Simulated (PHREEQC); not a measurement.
Make-up at 20 °C: 0.0046 mol/kgw TMAH, 0.0066 mol/kgw CO2 and 0.88 mol/kgw K2CO3. Closed to the air; pH follows from the charge balance.

Equilibrium calculation in PHREEQC: ion-association model, phreeqc.dat.

```csv
quantity,before,after
pH,11.56,10.92
HCO3- (mol/kgw),0.0132,0.00943
CO2 (mol/kgw),3.06e-8,1.88e-7
```

Problem. Which change was made?
A) TMAH from 0.0046 to 0.00506 mol/kgw
B) temperature from 20 to 45 °C
C) diluted 2-fold with water
D) K2CO3 from 0.88 to 0.792 mol/kgw
E) K2CO3 from 0.88 to 0.088 mol/kgw

Solution. E, K2CO3 from 0.88 to 0.088 mol/kgw

This is a speciation only: nothing precipitates in the calculation. The ionic strength passes 0.7 mol/kgw, the rough limit of the ion-association models, in before. (CH3)4N+ isn't in the database: it is added as a free cation with an ion size of 4 Å.
